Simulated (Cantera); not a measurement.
Input (Python, Cantera) and output of one run.

```python
import numpy as np
import cantera as ct

gas_names = """
    H H2 Si SiH SiH2 SiH3 SiH4 Si2 Si3
""".split()
cond_names = """
    Si(cr) Si(L)
""".split()


# ... load() reads the species with a 1 bar reference pressure and builds the phases ...
atoms = {
    'Si': {'Si': 1},
    'H2': {'H': 2},
}
top_T = {}  # K; cautious upper limits of use, not melting points


# ... equilibrate(T, P, feed) seeds the gas with the atoms and calls Mixture.equilibrate('TP', solver="vcs", rtol=1e-11, max_steps=5000) ...
results = []
feed = {'Si': 1, 'H2': 0.58}  # mol
T = 1448.15  # K
P = 13332.2  # Pa
mix = equilibrate(T, P, feed)
results.append((T, P, feed, dict(zip(mix.species_names, mix.species_moles))))
print(gas.report(threshold=1e-06))
for i in range(1, mix.n_phases):
    print(f"{mix.phase(i).name:16s} {mix.phase_moles(i):12.5e} mol")
```

Output:

```
       temperature   1448.2 K
          pressure   13332 Pa
           density   0.0022323 kg/m^3
  mean mol. weight   2.016 kg/kmol
   phase of matter   gas

                          1 kg             1 kmol
                     ---------------   ---------------
          enthalpy        1.7196e+07        3.4667e+07  J
   internal energy        1.1223e+07        2.2626e+07  J
           entropy             96486        1.9452e+05  J/K
    Gibbs function       -1.2253e+08       -2.4702e+08  J
 heat capacity c_p             15947             32149  J/K
 heat capacity c_v             11823             23834  J/K

                      mass frac. Y      mole frac. X     chem. pot. / RT
                     ---------------   ---------------   ---------------
                 H        1.2646e-05        2.5292e-05           -10.258
                H2           0.99997           0.99997           -20.516
     [   +7 minor]        1.4053e-05        9.3508e-07

Si(cr)            9.99999e-01 mol
```

These are equilibrium values from Cantera (NASA tables, ideal gas, pure condensed phases), not measurements of a reactor.
